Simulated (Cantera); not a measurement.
Cantera run, input and output.

```python
import numpy as np
import cantera as ct

gas = ct.Solution("gri30.yaml")
gas.TPX = 1748, 101325, {'CH4': 1, 'O2': 3.39, 'N2': 12.7, 'H2O': 2.5}
reactor = ct.IdealGasReactor(gas, energy="on", clone=False)
net = ct.ReactorNet([reactor])
net.rtol, net.atol = 1e-08, 1e-16
show = ['CH4', 'O2', 'H2O', 'H2O2', 'C2H4']
times = np.geomspace(5e-06, 1, 14)

steps = ct.SolutionArray(gas, extra=["t"])
rows = []
print(f"{'t/s':>10s}{'T/K':>9s}{'P/Pa':>11s}" + "".join(f"{s:>11s}" for s in show))
for t in times:
    while net.time < t:
        t_next = net.step()
        steps.append(gas.state, t=t_next)
    rows.append([np.interp(t, steps.t, y) for y in (steps.T, steps.P, *steps(*show).X.T)])
    print(f"{t:10.3e}{rows[-1][0]:9.1f}{rows[-1][1]:11.4g}" + "".join(f"{x:11.3e}" for x in rows[-1][2:]))
rate = np.gradient(steps.T, steps.t)
print("integrator steps:", len(steps.t))
if steps.T.max() > steps.T[0] + 200:
    print(f"time of steepest temperature rise: {steps.t[rate.argmax()]:.4e} s")
gas.TPX = 1748, 101325, {'CH4': 1, 'O2': 3.39, 'N2': 12.7, 'H2O': 2.5}
gas.equilibrate("UV")
print(f"equilibrium (UV): T = {gas.T:.1f} K  " + "  ".join(f"{s} {gas[s].X[0]:.3e}" for s in show))
```

Output:

```
       t/s      T/K       P/Pa        CH4         O2        H2O       H2O2       C2H4
 5.000e-06   1747.9  1.013e+05  5.102e-02  1.730e-01  1.276e-01  9.241e-08  3.208e-09
 1.279e-05   1747.7  1.013e+05  5.096e-02  1.730e-01  1.276e-01  1.837e-07  9.072e-08
 3.270e-05   1747.4  1.013e+05  5.072e-02  1.729e-01  1.277e-01  3.030e-07  2.591e-06
 8.362e-05   1751.5  1.016e+05  4.859e-02  1.717e-01  1.290e-01  1.159e-06  1.141e-04
 2.138e-04   2614.3  1.552e+05  7.381e-17  7.072e-02  2.014e-01  5.342e-07  8.406e-26
 5.468e-04   2658.7  1.573e+05  7.597e-17  6.950e-02  2.045e-01  6.568e-07  6.496e-26
 1.398e-03   2654.4   1.57e+05  7.507e-17  6.800e-02  2.049e-01  6.447e-07  6.314e-26
 3.576e-03   2647.3  1.565e+05  7.357e-17  6.555e-02  2.054e-01  6.252e-07  6.016e-26
 9.144e-03   2642.3  1.561e+05  7.253e-17  6.386e-02  2.057e-01  6.117e-07  5.812e-26
 2.338e-02   2641.8  1.561e+05  7.241e-17  6.367e-02  2.058e-01  6.102e-07  5.788e-26
 5.980e-02   2641.8  1.561e+05  7.241e-17  6.367e-02  2.058e-01  6.102e-07  5.788e-26
 1.529e-01   2641.8  1.561e+05  7.241e-17  6.367e-02  2.058e-01  6.102e-07  5.788e-26
 3.910e-01   2641.8  1.561e+05  7.241e-17  6.367e-02  2.058e-01  6.102e-07  5.788e-26
 1.000e+00   2641.8  1.561e+05  7.241e-17  6.367e-02  2.058e-01  6.102e-07  5.788e-26
integrator steps: 1702
time of steepest temperature rise: 1.4330e-04 s
equilibrium (UV): T = 2641.8 K  CH4 9.978e-17  O2 6.367e-02  H2O 2.058e-01  H2O2 6.102e-07  C2H4 6.708e-26
```

Cantera simulation using GRI-Mech 3.0 (53 species, 325 reactions); the numbers are that mechanism's predictions, not measurements.
